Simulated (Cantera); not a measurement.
Standard-state values (1 bar) from the NASA 1993 polynomials, evaluated with Cantera. Values are per mole of reaction as written; species without (g) are pure solids or liquids, kept so even where they would boil at 1 bar.

2 NO₂(g) + 8 H(g) + 4 BaO → 4 Ba(OH)₂ + N₂(g), with ΔH° = -3405.1 kJ and ΔS° = -1066.3 J/K at 300 K.

**Question.** How far is the shortcut ΔG° ≈ ΔH°(300 K) − T·ΔS°(300 K) from the full temperature-dependent value at 1750, 1900, 2050, 2200, 2350, 2500, 2650 K?

**Answer.** 
```tsv
T (K)	shortcut (kJ)	full (kJ)	difference (kJ)	difference in log10 K	condensed phases
1750	-1539.2	-1738.6	199.4	-5.95	BaO(s), Ba(OH)₂(l)
1900	-1379.2	-1611.3	232.0	-6.38	BaO(s), Ba(OH)₂(l)
2050	-1219.3	-1484.7	265.4	-6.76	BaO(s), Ba(OH)₂(l)
2200	-1059.4	-1358.8	299.4	-7.11	BaO(s), Ba(OH)₂(l)
2350	-899.4	-1226.8	327.4	-7.28	BaO(l), Ba(OH)₂(l)
2500	-739.5	-1086.5	347.0	-7.25	BaO(l), Ba(OH)₂(l)
2650	-579.5	-946.7	367.1	-7.24	BaO(l), Ba(OH)₂(l)
```
The shortcut ignores heat capacities and the phase changes listed.
